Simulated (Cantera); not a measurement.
## Equilibrium for thermal oxidation and active oxidation of silicon: Si + O2 + H2

Feed: 1 mol Si, a varied amount of O2, 550 mol H2, equilibrated at 1902 °C and 1.70 bar.

Method: chemical equilibrium by Gibbs-energy minimisation in Cantera with the NASA 1993 tables (ideal gas, pure condensed phases). Candidate condensed phases: H2O, Si, SiO2; 18 gas species. Gases not in the tables: Si2H6 and higher silanes. Equilibrium is a limit: real reactors are often held back by kinetics, nucleation or transport.

```tsv
n(O2) (mol)	x H2	x H2O	x H	x SiO	x SiH2	x Si	n Si(l)
0.096	0.995	2.68e-7	0.00374	0.000348	0.000264	0.000170	0.508
0.13	0.995	3.63e-7	0.00374	0.000471	0.000264	0.000170	0.440
0.19	0.995	5.30e-7	0.00373	0.000688	0.000264	0.000170	0.320
0.26	0.995	7.26e-7	0.00373	0.000942	0.000263	0.000170	0.180
0.36	0.994	1.07e-6	0.00373	0.00130	0.000246	0.000159	0
0.5	0.994	2.72e-5	0.00373	0.00178	1.33e-5	8.58e-6	0
0.7	0.994	0.000725	0.00373	0.00181	5.06e-7	3.26e-7	0
0.97	0.993	0.00170	0.00373	0.00181	2.15e-7	1.39e-7	0
1.4	0.991	0.00326	0.00373	0.00181	1.12e-7	7.24e-8	0
1.9	0.989	0.00507	0.00372	0.00181	7.17e-8	4.65e-8	0
2.6	0.987	0.00760	0.00372	0.00181	4.76e-8	3.09e-8	0
```
x: gas mole fraction; n: condensed amount in mol.

From 0.096 mol O2 to 0.26 mol O2 the condensed part is Si(l). From 0.36 mol O2 to 2.6 mol O2 nothing is condensed. The main Si-bearing gas is SiO throughout.
